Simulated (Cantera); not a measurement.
A Cantera script and its output.

```python
import numpy as np
import cantera as ct

gas = ct.Solution("h2o2.yaml")
gas.TPX = 500, 500000, {'H2': 1, 'O2': 0.333, 'N2': 1.25, 'H2O': 0.082}
flame = ct.FreeFlame(gas, width=0.013)
flame.set_refine_criteria(ratio=3, slope=0.08, curve=0.16)
flame.transport_model = "mixture-averaged"
flame.solve(loglevel=0, auto=True)
flame.transport_model = "multicomponent"
flame.soret_enabled = False
flame.solve(loglevel=0, refine_grid=True)
z, T = flame.grid, flame.T
thick = (T[-1] - T[0]) / np.gradient(T, z).max()
show = ['H2', 'O2', 'H2O', 'O', 'H2O2', 'H']
print(f"laminar burning velocity  {flame.velocity[0] * 100:.3f} cm/s")
print(f"burnt temperature         {T[-1]:.1f} K")
print(f"thermal thickness         {thick * 1e3:.4f} mm")
print(f"grid points               {len(z)}")
z0 = z[flame.heat_release_rate.argmax()]
print(f"{'z/mm':>9s}{'T/K':>9s}{'u/(m/s)':>9s}" + "".join(f"{s:>11s}" for s in show))
rows = []
for k in (-3, -2, -1.5, -1, -0.5, -0.25, 0, 0.25, 0.5, 1, 2, 4, 8):
    zz = z0 + k * thick
    rows.append([k * thick, np.interp(zz, z, T), np.interp(zz, z, flame.velocity),
                 *(np.interp(zz, z, flame.X[gas.species_index(s)]) for s in show)])
    print(f"{rows[-1][0] * 1e3:9.3f}{rows[-1][1]:9.1f}{rows[-1][2]:9.3f}" + "".join(f"{x:11.3e}" for x in rows[-1][3:]))
```

Result:

```
laminar burning velocity  603.760 cm/s
burnt temperature         2350.7 K
thermal thickness         0.0501 mm
grid points               110
     z/mm      T/K  u/(m/s)         H2         O2        H2O          O       H2O2          H
   -0.150    500.0    6.038  3.752e-01  1.250e-01  3.077e-02  3.159e-12  1.741e-12  1.514e-14
   -0.100    500.0    6.038  3.752e-01  1.250e-01  3.077e-02  1.954e-10  1.294e-10  9.486e-13
   -0.075    500.1    6.038  3.751e-01  1.250e-01  3.078e-02  2.078e-09  1.673e-09  1.024e-11
   -0.050    500.9    6.042  3.745e-01  1.251e-01  3.082e-02  4.538e-08  5.577e-08  5.202e-10
   -0.025    555.2    6.592  3.622e-01  1.261e-01  3.358e-02  8.764e-06  2.255e-05  3.500e-05
   -0.013    873.2   10.029  3.213e-01  1.170e-01  6.350e-02  2.704e-04  9.411e-05  3.144e-03
    0.000   1316.8   14.678  2.483e-01  8.561e-02  1.364e-01  1.930e-03  3.036e-05  1.853e-02
    0.013   1629.8   17.916  1.787e-01  4.342e-02  2.181e-01  3.525e-03  4.709e-06  3.679e-02
    0.025   1799.7   19.658  1.428e-01  1.828e-02  2.654e-01  3.355e-03  2.643e-06  4.451e-02
    0.050   1954.8   21.195  1.272e-01  4.550e-03  2.930e-01  2.410e-03  1.418e-06  4.149e-02
    0.100   2084.8   22.425  1.288e-01  1.596e-03  3.028e-01  1.428e-03  7.499e-07  3.053e-02
    0.200   2188.2   23.370  1.324e-01  7.450e-04  3.093e-01  6.899e-04  4.123e-07  2.015e-02
    0.401   2262.3   24.027  1.351e-01  2.985e-04  3.145e-01  2.745e-04  2.138e-07  1.229e-02
```

Cantera simulation using the H2/O2 subset of GRI-Mech 3.0, which has no nitrogen chemistry; the numbers are that mechanism's predictions, not measurements. The hydrogen kinetics of GRI-Mech 3.0 are dated; newer H2 mechanisms differ, most at raised pressure. Burning velocities carry a grid error of a few per cent, more on coarse grids.
